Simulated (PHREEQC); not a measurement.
A solution holds 0.15 mol KOH and 5.6e-05 mol H3BO3 per kg of water, at 40 °C. Closed to the air; pH follows from the charge balance.

Equilibrium calculation in PHREEQC: ion-association model, phreeqc.dat.

This is a speciation only: nothing precipitates in the calculation.

Question: Estimate the pH, specific conductance, density.

Answer: pH 12.57; specific conductance 44600 µS/cm; density 1.000 g/cm³.

At this temperature some constants are extrapolated from 25 °C, and those without enthalpy data are left unchanged.
